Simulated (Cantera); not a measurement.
What does this Cantera script print?

```python
import numpy as np
import cantera as ct

gas_names = [...]  # 116 gases of nasa_gas.yaml made of C, H, Mg, O
cond_names = """
    C(gr) C6H6(L) C7H8(L) C8H18(L),n-octa H2O(s) H2O(L) Mg(cr) Mg(L) MgCO3(s) MgO(s) MgO(L) MgO2H2(s)
""".split()


# ... load() reads the species with a 1 bar reference pressure and builds the phases ...
atoms = {
    'MgO': {'Mg': 1, 'O': 1},
    'CH4': {'C': 1, 'H': 4},
    'H2': {'H': 2},
}
top_T = {'C(gr)': 4500}  # K; cautious upper limits of use, not melting points


# ... equilibrate(T, P, feed) seeds the gas with the atoms and calls Mixture.equilibrate('TP', solver="vcs", rtol=1e-11, max_steps=5000) ...
results = []
P = 76  # Pa
for T in [1273, 1373, 1473, 1573, 1673, 1773, 1873, 1973, 2073]:
    for m in [0.38, 0.64, 0.91, 1.2, 1.4, 1.7, 2]:
        feed = {'MgO': 1, 'CH4': m, 'H2': 1}  # mol
        mix = equilibrate(T, P, feed)
        results.append((T, P, feed, dict(zip(mix.species_names, mix.species_moles))))

for T, P, feed, n in results:
    print(f"{T:7g} {feed['CH4']:10.4g}  " + (" + ".join(c for c in cond_names if n.get(c, 0) > 1e-12) or "gas only"))
```

It prints:

```
   1273       0.38  C(gr) + MgO(s)
   1273       0.64  C(gr) + MgO(s)
   1273       0.91  C(gr) + MgO(s)
   1273        1.2  C(gr) + MgO(s)
   1273        1.4  C(gr) + MgO(s)
   1273        1.7  C(gr) + MgO(s)
   1273          2  C(gr) + MgO(s)
   1373       0.38  C(gr) + MgO(s)
   1373       0.64  C(gr) + MgO(s)
   1373       0.91  C(gr) + MgO(s)
   1373        1.2  C(gr) + MgO(s)
   1373        1.4  C(gr) + MgO(s)
   1373        1.7  C(gr) + MgO(s)
   1373          2  C(gr) + MgO(s)
   1473       0.38  MgO(s)
   1473       0.64  MgO(s)
   1473       0.91  MgO(s)
   1473        1.2  C(gr)
   1473        1.4  C(gr)
   1473        1.7  C(gr)
   1473          2  C(gr)
   1573       0.38  MgO(s)
   1573       0.64  MgO(s)
   1573       0.91  MgO(s)
   1573        1.2  C(gr)
   1573        1.4  C(gr)
   1573        1.7  C(gr)
   1573          2  C(gr)
   1673       0.38  MgO(s)
   1673       0.64  MgO(s)
   1673       0.91  MgO(s)
   1673        1.2  C(gr)
   1673        1.4  C(gr)
   1673        1.7  C(gr)
   1673          2  C(gr)
   1773       0.38  MgO(s)
   1773       0.64  MgO(s)
   1773       0.91  MgO(s)
   1773        1.2  C(gr)
   1773        1.4  C(gr)
   1773        1.7  C(gr)
   1773          2  C(gr)
   1873       0.38  MgO(s)
   1873       0.64  MgO(s)
   1873       0.91  MgO(s)
   1873        1.2  C(gr)
   1873        1.4  C(gr)
   1873        1.7  C(gr)
   1873          2  C(gr)
   1973       0.38  MgO(s)
   1973       0.64  MgO(s)
   1973       0.91  gas only
   1973        1.2  C(gr)
   1973        1.4  C(gr)
   1973        1.7  C(gr)
   1973          2  C(gr)
   2073       0.38  MgO(s)
   2073       0.64  gas only
   2073       0.91  gas only
   2073        1.2  C(gr)
   2073        1.4  C(gr)
   2073        1.7  C(gr)
   2073          2  C(gr)
```

Method: chemical equilibrium by Gibbs-energy minimisation in Cantera with the NASA 1993 tables (ideal gas, pure condensed phases).
